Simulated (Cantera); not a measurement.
## Thermodynamics of silicon nitride deposition, feed trisilylamine + N2 + H2

Charge: 1 mol trisilylamine, 6.8 mol N2, 11 mol H2.

Equilibrium computed with Cantera from the NASA thermochemical tables; the gas is ideal and each condensed phase is pure. Candidate condensed phases: Si, Si3N4; 18 gas species. The feed counts by its element totals alone. Rates play no part.

Stable condensed phases:

```
T in K \ P in Pa
              5     21     85    350   1400   5900  24000 100000
   1725       A      A      A      A      B      B      B      B
   1625       A      A      A      B      B      B      B      B
   1525       A      A      B      B      B      B      B      B
   1425       B      B      B      B      B      B      B      B
   1325       B      B      B      B      B      B      B      B
   1225       B      B      B      B      B      B      B      B
   1125       B      B      B      B      B      B      B      B
   1025       B      B      B      B      B      B      B      B
    925       B      B      B      B      B      B      B      B
    825       B      B      B      B      B      B      B      B
```

A: Si; B: Si3N4.
